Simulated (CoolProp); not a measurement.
Vapour-liquid equilibrium of R1234ze(E) (1) + n-pentane (2) at 66.3 kPa; x and y are mole fractions of (1).

Computed with CoolProp (multi-fluid Helmholtz-energy mixture model, Thol 2016 and Thol 2019; pair parameters Bell 2016).

```tsv
x	bubble temperature, mixture model (K)	bubble temperature, Raoult's law (K)	y, mixture model	y, Raoult's law
0.05	279.6	289.8	0.524	0.290
0.2	258.1	274.5	0.848	0.686
0.35	251.5	265.0	0.904	0.837
0.5	249.1	258.3	0.922	0.911
0.65	247.9	253.2	0.933	0.952
0.8	246.8	249.2	0.947	0.978
0.95	245.4	245.8	0.979	0.995
```

The largest gap from Raoult's law is -16.4 K in bubble temperature, at x = 0.2. No azeotrope shows between x = 0.05 and 0.95.

The pair parameters rest on a limited set of measurements; away from them the model extrapolates. With so large a gap from Raoult's law the liquid may split in two, which this calculation doesn't test in full.
